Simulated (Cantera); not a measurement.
An adiabatic, constant-volume homogeneous reactor starts with 6.86 % CO, 7.55 % H2, 1.51 % CH4, 15.5 % O2, 58.3 % N2, 10.3 % CO2, equivalence ratio 0.66, at 1473 K and 975 Torr.

Cantera simulation using GRI-Mech 3.0 (53 species, 325 reactions); the numbers are that mechanism's predictions, not measurements.

One state of this run: T (K) = 2618; P (bar) = 2.19; x CO = 0.0306; x H2 = 0.00287; x CH4 = <1e-12; x O = 0.00423; x OH = 0.0125; x C2H6 = <1e-12; x CO2 = 0.166. x: mole fraction; the columns are a selection and need not sum to one.

Which value of t (s) does it belong to?
A) 1.00e-6
B) 0.953
C) 9.84e-5
D) 3.15e-6

B, 0.953
